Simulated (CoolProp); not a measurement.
Vapour-liquid equilibrium of ethylene (1) + 1-butene (2) at 258.1 K; x and y are mole fractions of (1).

Computed with CoolProp (multi-fluid Helmholtz-energy mixture model, Smukala 2000 and Lemmon 2005; pair parameters Bell 2016).

| x | bubble pressure, mixture model (MPa) | bubble pressure, Raoult's law (MPa) | y, mixture model | y, Raoult's law |
|---|---|---|---|---|
| 0.05 | 0.1869 | 0.2108 | 0.624 | 0.680 |
| 0.125 | 0.3631 | 0.4204 | 0.811 | 0.852 |
| 0.2 | 0.5426 | 0.6300 | 0.877 | 0.910 |
| 0.275 | 0.7258 | 0.8396 | 0.911 | 0.939 |
| 0.35 | 0.9130 | 1.049 | 0.932 | 0.956 |
| 0.425 | 1.105 | 1.259 | 0.947 | 0.968 |
| 0.5 | [?] | 1.468 | [?] | 0.976 |
| 0.575 | 1.502 | 1.678 | [?] | 0.982 |
| 0.65 | [?] | 1.888 | 0.972 | 0.987 |
| 0.725 | 1.923 | 2.097 | 0.978 | 0.991 |
| 0.8 | 2.147 | 2.307 | 0.984 | 0.994 |
| 0.875 | 2.387 | 2.516 | 0.989 | 0.996 |
| 0.95 | [?] | 2.726 | [?] | 0.999 |

Task: What belongs in the gaps?

Result: 
- 0.5, bubble pressure, mixture model (MPa): 1.301
- 0.5, y, mixture model: 0.957
- 0.575, y, mixture model: 0.966
- 0.65, bubble pressure, mixture model (MPa): 1.709
- 0.95, bubble pressure, mixture model (MPa): 2.656
- 0.95, y, mixture model: 0.995

The largest gap from Raoult's law is -13.9 % in bubble pressure, at x = 0.2. No azeotrope shows between x = 0.05 and 0.95.

The pair parameters rest on a limited set of measurements; away from them the model extrapolates.
